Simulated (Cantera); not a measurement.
A Cantera script and what it prints.

```python
import numpy as np
import cantera as ct

gas_names = """
    H HO2 H2 H2O H2O2 O OH O2 O3 Pb PbO Pb2
""".split()
cond_names = """
    H2O(s) H2O(L) Pb(cr) Pb(L) PbO(rd) PbO(yw) PbO(L) PbO2(s) Pb3O4(s)
""".split()


# ... load() reads the species with a 1 bar reference pressure and builds the phases ...
atoms = {
    'Pb': {'Pb': 1},
    'O2': {'O': 2},
    'H2': {'H': 2},
}
top_T = {'Pb3O4(s)': 820}  # K; cautious upper limits of use, not melting points


# ... equilibrate(T, P, feed) seeds the gas with the atoms and calls Mixture.equilibrate('TP', solver="vcs", rtol=1e-11, max_steps=5000) ...
results = []
feed = {'Pb': 1, 'O2': 2.1, 'H2': 1.5}  # mol
P = 250  # Pa
for T in [725, 825, 925, 1025, 1125, 1225, 1325, 1425, 1525]:
    mix = equilibrate(T, P, feed)
    results.append((T, P, feed, dict(zip(mix.species_names, mix.species_moles))))
    x = sorted(zip(gas.X, gas.species_names), reverse=True)
    print(f"T = {T:g} K  P = {P:g} Pa  gas = {mix.phase_moles(0):.4g} mol")
    print("   x: " + "  ".join(f"{s} {v:.3e}" for v, s in x if v > 1e-06))
    print("   condensed (mol): " + ("  ".join(f"{mix.phase(i).name} {mix.phase_moles(i):.4g}"
          for i in range(1, mix.n_phases) if mix.phase_moles(i) > 1e-12) or "none"))
```

It prints:

```
T = 725 K  P = 250 Pa  gas = 2.35 mol
   x: H2O 6.383e-01  O2 3.617e-01
   condensed (mol): PbO(rd) 1
T = 825 K  P = 250 Pa  gas = 2.35 mol
   x: H2O 6.383e-01  O2 3.617e-01
   condensed (mol): PbO(yw) 1
T = 925 K  P = 250 Pa  gas = 2.35 mol
   x: H2O 6.383e-01  O2 3.617e-01  PbO 8.157e-06
   condensed (mol): PbO(yw) 1
T = 1025 K  P = 250 Pa  gas = 2.351 mol
   x: H2O 6.381e-01  O2 3.616e-01  PbO 2.740e-04  OH 2.396e-06
   condensed (mol): PbO(yw) 0.9994
T = 1125 K  P = 250 Pa  gas = 2.361 mol
   x: H2O 6.352e-01  O2 3.600e-01  PbO 4.822e-03  Pb 2.727e-05  OH 1.302e-05
   condensed (mol): PbO(yw) 0.9885
T = 1225 K  P = 250 Pa  gas = 2.464 mol
   x: H2O 6.087e-01  O2 3.453e-01  PbO 4.514e-02  Pb 7.829e-04  OH 5.217e-05
   condensed (mol): PbO(L) 0.8868
T = 1325 K  P = 250 Pa  gas = 3.343 mol
   x: H2O 4.486e-01  PbO 2.760e-01  O2 2.612e-01  Pb 1.402e-02  OH 1.395e-04  O 2.816e-06  H2 2.355e-06
   condensed (mol): PbO(L) 0.03021
T = 1425 K  P = 250 Pa  gas = 3.401 mol
   x: H2O 4.408e-01  O2 2.647e-01  PbO 2.642e-01  Pb 2.980e-02  OH 3.915e-04  O 1.428e-05  H2 1.128e-05
   condensed (mol): none
T = 1525 K  P = 250 Pa  gas = 3.442 mol
   x: H2O 4.352e-01  O2 2.732e-01  PbO 2.374e-01  Pb 5.308e-02  OH 9.656e-04  O 5.921e-05  H2 4.377e-05  H 3.130e-06
   condensed (mol): none
```

These are equilibrium values from Cantera (NASA tables, ideal gas, pure condensed phases), not measurements of a reactor. Gases not in the tables: (PbO)n polymers.
